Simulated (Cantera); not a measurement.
A closed system holds: 1 mol AlCl3, 2.2 mol N2, equilibrated at 0.100 bar.

These are equilibrium values from Cantera (NASA tables, ideal gas, pure condensed phases), not measurements of a reactor. Candidate condensed phases: Al, AlCl3, AlN; 11 gas species. The tables' values for AlCl2 are old estimates; treat these amounts as uncertain. The numbers say what is thermodynamically allowed, not how fast it happens. All values below are at 1275 K.

Base state: N2 0.688, AlCl3 0.312, Al2Cl6 5.18e-5, AlCl2 1.56e-5, Cl 1.52e-5 (mole fractions); condensed: gas only.

What changes in the equilibrium state with this change: 0.014 mol NH3 added?


```
species       before     after
-----------  -------  --------
N2             0.688     0.682
AlCl3          0.312     0.306
HCl                0   0.00996
H2                 0   0.00153
AlCl         1.65e-8   1.46e-5
Cl           1.52e-5   5.05e-7
AlCl2        1.56e-5  0.000459
Al2Cl6       5.18e-5   4.97e-5
AlN(s), mol        0    0.0102
```
Further candidate phases: NH4Cl.
